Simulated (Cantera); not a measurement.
An isothermal, constant-pressure homogeneous reactor starts with 6.25 % CH4, 93.8 % N2, at 1725 K and 0.0750 Torr.

Cantera simulation using GRI-Mech 3.0 (53 species, 325 reactions); the numbers are that mechanism's predictions, not measurements. GRI-Mech 3.0 stops at C3 and has no aromatics, soot or wall deposition, so with more carbon than oxygen in the feed, carbon stays in small species such as C2H2 where larger ones or solid carbon would form. Radical loss at walls, strong at low pressure, is not modelled.

Task: Predict: x(CH4) at 100 s; x(CH2) at 100 s; x(H) at 100 s; x(C2H) at 100 s; x(HCN) at 100 s; x(C2H2) at 100 s.

Result: 
* **x(CH4) at 100 s**: 0.00406 (gas-phase equilibrium 2.13e-8)
* **x(CH2) at 100 s**: 8.30e-7 (gas-phase equilibrium 1.86e-9)
* **x(H) at 100 s**: 0.000268 (gas-phase equilibrium 0.00546)
* **x(C2H) at 100 s**: 5.59e-7 (gas-phase equilibrium 2.75e-6)
* **x(HCN) at 100 s**: 6.42e-6 (gas-phase equilibrium 0.0450)
* **x(C2H2) at 100 s**: 0.0273 (gas-phase equilibrium 0.00684)
